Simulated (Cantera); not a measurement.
Feed: 1 mol C, 2.4 mol H₂O, 1.5 mol N₂, equilibrated at 1648.15 K and 6450 Torr.

Equilibrium computed with Cantera from the NASA thermochemical tables; the gas is ideal and each condensed phase is pure. Candidate condensed phases: C, C₆H₆, C₇H₈, C₈H₁₈, H₂O; 136 gas species. Rates play no part.

Base state: N₂ 0.306, H₂ 0.251, H₂O 0.239, CO 0.157, CO₂ 0.0468, NH₃ 2.47e-5, H 1.52e-5 (mole fractions); condensed: gas only.

### Question
What changes in the equilibrium state with this change: C replaced by C₆H₆?

### Answer
| species | before | after |
|---|---|---|
| H₂ | 0.251 | 0.574 |
| CO | 0.157 | 0.258 |
| N₂ | 0.306 | 0.162 |
| H₂O | 0.239 | 0.000830 |
| CO₂ | 0.0468 | 0.000116 |
| C₂H₂ (acetylene) | <1e-9 | 2.57e-5 |
| CH₄ | 6.69e-7 | 0.00380 |
| HCN | 7.00e-7 | 0.000833 |
| HNC | 1.83e-8 | 2.18e-5 |
| C(graphite), mol | 0 | 3.56 |

### Question
What changes in the equilibrium state with this change: C replaced by C₂H₄?

### Answer
```
species   before    after
-------  -------  -------
H₂         0.251    0.513
CO         0.157    0.247
N₂         0.306    0.190
H₂O        0.239   0.0441
CO₂       0.0468  0.00661
CH₄      6.69e-7  4.86e-5
HCN      7.00e-7  1.37e-5
NH₃      2.47e-5  5.68e-5
H        1.52e-5  2.18e-5
```

### Question
What changes in the equilibrium state with this change: pressure from 6450 Torr to 0.0900 Torr?

### Answer
```tsv
species	before	after
N₂	0.306	0.305
H₂	0.251	0.249
H₂O	0.239	0.238
H	1.52e-5	0.00406
CO	0.157	0.157
CO₂	0.0468	0.0469
NH₃	2.47e-5	<1e-9
OH	6.52e-7	0.000175
```
